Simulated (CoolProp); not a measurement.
Properties of hydrogen sulfide along the isotherm -4.65 °C (Tc = 100.0 °C, pc = 8.999 MPa, ω = 0.101).

The numbers come from the reference Helmholtz-energy equation of state, Lemmon 2006 in CoolProp. It is a short technical equation, of lower accuracy than the large ones.

| p (MPa) | phase | density (kg/m³) | speed of sound (m/s) | viscosity (µPa s) |
|---|---|---|---|---|
| 0.321 | gas | … | 288.7 | … |
| 0.643 | gas | 10.58 | 282.1 | 10.4 |
| 0.964 | liquid | 843.1 | 1007 | 162 |
| 1.29 | liquid | 843.7 | … | 163 |
| 1.61 | liquid | … | 1012 | 163 |
| 1.93 | liquid | 844.9 | 1015 | 163 |
| 2.25 | liquid | 845.5 | … | 164 |
| 2.57 | liquid | 846.0 | 1019 | 164 |
| 2.89 | liquid | … | 1022 | 164 |
| 3.21 | liquid | 847.2 | 1024 | 165 |
| 3.54 | liquid | 847.7 | 1026 | 165 |
| 3.86 | liquid | 848.3 | 1029 | 165 |
| 4.18 | liquid | 848.9 | 1031 | 166 |
| 4.5 | liquid | 849.4 | 1033 | 166 |

**Question.** What belongs in the gaps?

**Answer.** 
- 0.321, density (kg/m³): 5.076
- 0.321, viscosity (µPa s): 10.7
- 1.29, speed of sound (m/s): 1010
- 1.61, density (kg/m³): 844.3
- 2.25, speed of sound (m/s): 1017
- 2.89, density (kg/m³): 846.6

Viscosity comes from a separate model (Quiñones-Cisneros 2012).
